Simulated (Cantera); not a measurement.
Input: 1 mol Mg(OH)2, 2 mol CO2, 2.6 mol H2, held at 1625 K and 2.20 mbar.

Cantera equilibrium calculation (NASA polynomials, part measured and part estimated; ideal gas, pure solids and liquids). Candidate condensed phases: C, C6H6, C7H8, C8H18, H2O, Mg, MgCO3, MgO, Mg(OH)2; 116 gas species. Kinetics and transport are ignored.

Base state: H2O 0.408, H2 0.235, CO 0.229, CO2 0.128, H 0.000729, OH 5.33e-5 (mole fractions); condensed: MgO(s).

What changes in the equilibrium state with this change: Mg(OH)2 replaced by MgCO3?


| species | before | after |
|---|---|---|
| CO | 0.229 | 0.317 |
| H2O | 0.408 | 0.317 |
| CO2 | 0.128 | 0.219 |
| H2 | 0.235 | 0.147 |
| H | 0.000729 | 0.000577 |
| OH | 5.33e-5 | 5.23e-5 |
| MgO(s), mol | 1.000 | 1.000 |

What changes in the equilibrium state with this change: temperature from 1625 K to 1175 K?


```csv
species,before,after
H2O,0.408,0.358
H2,0.235,0.284
CO,0.229,0.180
CO2,0.128,0.177
OH,5.33e-5,1.22e-8
H,0.000729,1.39e-6
"MgO(s), mol",1.000,1.00
```

What changes in the equilibrium state with this change: CO2 from 2 to 0.038 mol?


```csv
species,before,after
H2,0.235,0.704
H2O,0.408,0.284
CO,0.229,0.00924
CO2,0.128,0.00120
Mg,5.17e-6,2.23e-5
OH,5.33e-5,2.14e-5
H,0.000729,0.00126
"MgO(s), mol",1.000,1.000
```
